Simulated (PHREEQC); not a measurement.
Solution (49 °C): 56 mmol/kgw Na3PO4, 1.1 mmol/kgw NH4BF4 and 49 mmol/kgw K2HPO4. Closed to the air; pH follows from the charge balance.

Equilibrium calculation in PHREEQC: ion-association model, phreeqc.dat.

```tsv
quantity	before	after
pH	11.01	10.78
ionic strength (mol/kgw)	0.443	0.286
PO4-3 (mol/kgw)	0.0423	0.0180
NaHPO4- (mol/kgw)	0.00394	0.00218
KHPO4- (mol/kgw)	0.00209	0.00238
```

**Question.** Name the change that produced these shifts.
(A) NH4BF4 replaced by NH4HCO3 at the same molality
(B) Na3PO4 from 0.056 to 0.028 mol/kgw
(C) K2HPO4 from 0.049 to 0.0539 mol/kgw
(D) diluted 2-fold with water
(E) diluted 10-fold with water

**Answer.** B, Na3PO4 from 0.056 to 0.028 mol/kgw

Precipitation was switched off in this run. Constants without temperature data keep their 25 °C values here. Real BF4- forms and hydrolyses slowly; the run takes it at equilibrium.
